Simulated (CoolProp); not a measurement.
Vapour-liquid equilibrium of R134a (1) + R245fa (2) at 293.3 K; x and y are mole fractions of (1).

Values from CoolProp's multi-fluid Helmholtz-energy mixture model, Tillner-Roth 1994 and Akasaka 2015; pair parameters Akasaka 2014.

Give the bubble pressure and the first vapour's composition at x = 0.15, 0.25, 0.55. Is there an azeotrope?

x = 0.15: 188.4 kPa, y = 0.426; x = 0.25: 231.4 kPa, y = 0.579; x = 0.55: 362.6 kPa, y = 0.828. No azeotrope shows between x = 0.05 and 0.95.

Pair parameters are fitted to limited data, so mixtures are less certain than the pure fluids.
